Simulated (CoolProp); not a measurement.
A single-stage vapour-compression cycle with the fluid: evaporating at 254.15 K (dew point), condensing at 307.15 K (bubble point), superheat 0 K, subcooling 5 K, compressor efficiency 0.6, no pressure losses. The same conditions are run with several fluids, on thermodynamics alone (safety and materials aside).

Computed with CoolProp (reference Helmholtz-energy equation of state of each fluid (isobutene: Lemmon 2005; CH3F (R41): Lemmon 2006; sulfur dioxide: Gao 2016; propylene: Lemmon 2013; n-perfluoropentane: Gao 2022; R1336mzz(E): Akasaka 2023)).

```json
[
 {"fluid": "isobutene", "cooling COP": "2.41", "pressure ratio": "6.43", "discharge temperature (K)": "336.7", "refrigerating effect (kJ/kg)": "293", "volumetric capacity (kJ/m³)": "496"},
 {"fluid": "CH3F (R41)", "cooling COP": "1.91", "pressure ratio": "4.01", "discharge temperature (K)": "382.2", "refrigerating effect (kJ/kg)": "253", "volumetric capacity (kJ/m³)": "5960"},
 {"fluid": "sulfur dioxide", "cooling COP": "2.40", "pressure ratio": "7.87", "discharge temperature (K)": "466.4", "refrigerating effect (kJ/kg)": "331", "volumetric capacity (kJ/m³)": "684"},
 {"fluid": "propylene", "cooling COP": "2.29", "pressure ratio": "4.53", "discharge temperature (K)": "346.5", "refrigerating effect (kJ/kg)": "285", "volumetric capacity (kJ/m³)": "1950"},
 {"fluid": "n-perfluoropentane", "cooling COP": "2.00", "pressure ratio": "10.6", "discharge temperature (K)": "307.1", "refrigerating effect (kJ/kg)": "55.2", "volumetric capacity (kJ/m³)": "85.8"},
 {"fluid": "R1336mzz(E)", "cooling COP": "2.26", "pressure ratio": "8.90", "discharge temperature (K)": "318.8", "refrigerating effect (kJ/kg)": "108", "volumetric capacity (kJ/m³)": "252"}
]
```

The compression ends wet for: n-perfluoropentane.
